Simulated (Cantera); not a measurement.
Charge: 1 mol Si(CH₃)₄, 0.013 mol C₃H₈, 29 mol H₂, equilibrated at 1375 K and 0.100 bar.

These are equilibrium values from Cantera (NASA tables, ideal gas, pure condensed phases), not measurements of a reactor. Candidate condensed phases: C, C₆H₆, C₇H₈, C₈H₁₈, Si, SiC; 87 gas species. Equilibrium is a limit: real reactors are often held back by kinetics, nucleation or transport.

Base state: H₂ 0.999, CH₄ 0.000497, H 1.08e-5 (mole fractions); condensed: C(graphite) + SiC(s).

Q: What changes in the equilibrium state with this change: 1.3 mol O₂ added?

A: 
```tsv
species	before	after
H₂	0.999	0.974
CO	0	0.0254
CH₄	0.000497	0.000472
SiO	0	2.81e-5
H₂O	0	1.14e-5
H	1.08e-5	1.07e-5
C(graphite), mol	3.02	2.95
SiC(s), mol	1.00	0.156
SiO₂(β-quartz), mol	0	0.842
```
Mutual solubility and eutectic melting of coexisting phases are not modelled. The tables hold silica as quartz up to 1696 K and as liquid above; real silica turns to tridymite and cristobalite and melts near 1996 K. Further candidate phases: H₂O, SiO₂.
